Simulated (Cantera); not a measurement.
## SiF₄ + H₂O + O₃ (silicon oxide and oxynitride deposition)

Charge: 1 mol SiF₄, 5.6 mol H₂O, 0.16 mol O₃, held at 33.0 mbar.

Method: chemical equilibrium by Gibbs-energy minimisation in Cantera with the NASA 1993 tables (ideal gas, pure condensed phases). Candidate condensed phases: H₂O, Si, SiO₂; 38 gas species. The tables hold silica as quartz up to 1696 K and as liquid above; real silica turns to tridymite and cristobalite and melts near 1996 K. Gases not in the tables: Si(OH)₄. Rates play no part.

```json
[
 {"T (K)": "773", "log p H₂O": "-1.68", "log p HF": "-2.07", "log p SiF₄": "-2.62", "log p O₂": "-2.97", "n SiO₂(α-quartz)": "0.472", "n SiO₂(β-quartz)": "0"},
 {"T (K)": "848", "log p H₂O": "-1.71", "log p HF": "-1.96", "log p SiF₄": "-2.77", "log p O₂": "-2.97", "n SiO₂(α-quartz)": "0", "n SiO₂(β-quartz)": "0.613"},
 {"T (K)": "923", "log p H₂O": "-1.75", "log p HF": "-1.89", "log p SiF₄": "-2.94", "log p O₂": "-2.98", "n SiO₂(α-quartz)": "0", "n SiO₂(β-quartz)": "0.738"},
 {"T (K)": "998", "log p H₂O": "-1.77", "log p HF": "-1.84", "log p SiF₄": "-3.15", "log p O₂": "-2.99", "n SiO₂(α-quartz)": "0", "n SiO₂(β-quartz)": "0.836"},
 {"T (K)": "1073", "log p H₂O": "-1.79", "log p HF": "-1.81", "log p SiF₄": "-3.39", "log p O₂": "-2.99", "n SiO₂(α-quartz)": "0", "n SiO₂(β-quartz)": "0.904"},
 {"T (K)": "1148", "log p H₂O": "-1.80", "log p HF": "-1.79", "log p SiF₄": "-3.64", "log p O₂": "-2.99", "n SiO₂(α-quartz)": "0", "n SiO₂(β-quartz)": "0.946"},
 {"T (K)": "1223", "log p H₂O": "-1.81", "log p HF": "-1.79", "log p SiF₄": "-3.89", "log p O₂": "-2.99", "n SiO₂(α-quartz)": "0", "n SiO₂(β-quartz)": "0.970"},
 {"T (K)": "1298", "log p H₂O": "-1.81", "log p HF": "-1.78", "log p SiF₄": "-4.13", "log p O₂": "-2.99", "n SiO₂(α-quartz)": "0", "n SiO₂(β-quartz)": "0.983"},
 {"T (K)": "1373", "log p H₂O": "-1.82", "log p HF": "-1.78", "log p SiF₄": "-4.36", "log p O₂": "-3.00", "n SiO₂(α-quartz)": "0", "n SiO₂(β-quartz)": "0.990"}
]
```
log p: log10 of the partial pressure in bar; n: condensed amount in mol.

At 773 K the condensed part is SiO₂(α-quartz). From 848 K to 1373 K the condensed part is SiO₂(β-quartz). The share of Si in condensed phases is highest at 1373 K (99.0 %) and lowest at 773 K (47.2 %).
